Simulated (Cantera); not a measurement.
A Cantera script and what it prints.

```python
import numpy as np
import cantera as ct

gas_names = """
    C CN CO CO2 C2 CCN CNC C2N2 C2O C3 C3O2 C4 C4N2 C5 N NCO NO NO2 NO3 N2 N2O O O2 O3 Pb PbO Pb2
""".split()
cond_names = """
    C(gr) Pb(cr) Pb(L) PbO(rd) PbO(yw) PbO(L) PbO2(s) Pb3O4(s)
""".split()


# ... load() reads the species with a 1 bar reference pressure and builds the phases ...
atoms = {
    'PbO': {'Pb': 1, 'O': 1},
    'CO': {'C': 1, 'O': 1},
    'N2': {'N': 2},
}
top_T = {'C(gr)': 4500, 'Pb3O4(s)': 820}  # K; cautious upper limits of use, not melting points


# ... equilibrate(T, P, feed) seeds the gas with the atoms and calls Mixture.equilibrate('TP', solver="vcs", rtol=1e-11, max_steps=5000) ...
results = []
feed = {'PbO': 1, 'CO': 4.1, 'N2': 2.5}  # mol
P = 1000  # Pa
for T in [1023, 1073, 1123, 1173, 1223, 1273, 1323, 1373, 1423, 1473, 1523, 1573, 1623, 1673]:
    mix = equilibrate(T, P, feed)
    results.append((T, P, feed, dict(zip(mix.species_names, mix.species_moles))))

top = {s: max(r[3][s] / sum(r[3][g] for g in gas_names) for r in results) for s in gas_names}
cols = sorted((s for s in top if top[s] > 0.001), key=lambda s: -top[s])[:7]
seen = [c for c in cond_names if any(r[3].get(c, 0) > 1e-12 for r in results)]
print("log10 of partial pressures in bar; condensed amounts in mol")
print(f"{'T/K':>10s}" + "".join(f"{s[:9]:>10s}" for s in cols + seen))
for T, P, feed, n in results:
    ng = sum(n[g] for g in gas_names)
    print(f"{T:10.4g}" + "".join(f"{np.log10(max(n[s] / ng * P / 1e5, 1e-99)):10.3f}" for s in cols)
          + "".join(f"{n.get(c, 0):10.4g}" for c in seen))
```

It prints:

```
log10 of partial pressures in bar; condensed amounts in mol
       T/K        CO        N2       CO2        Pb     Pb(L)
      1023    -2.329    -2.423    -2.821    -4.574    0.9824
      1073    -2.331    -2.425    -2.823    -4.136    0.9514
      1123    -2.336    -2.430    -2.828    -3.738    0.8771
      1173    -2.347    -2.440    -2.838    -3.375    0.7094
      1223    -2.370    -2.463    -2.861    -3.042    0.3412
      1273    -2.389    -2.483    -2.881    -2.881         0
      1323    -2.389    -2.483    -2.881    -2.881         0
      1373    -2.389    -2.483    -2.881    -2.881         0
      1423    -2.389    -2.483    -2.881    -2.881         0
      1473    -2.389    -2.483    -2.881    -2.881         0
      1523    -2.389    -2.483    -2.881    -2.881         0
      1573    -2.389    -2.483    -2.881    -2.881         0
      1623    -2.389    -2.483    -2.881    -2.881         0
      1673    -2.389    -2.483    -2.881    -2.881         0
```

These are equilibrium values from Cantera (NASA tables, ideal gas, pure condensed phases), not measurements of a reactor.
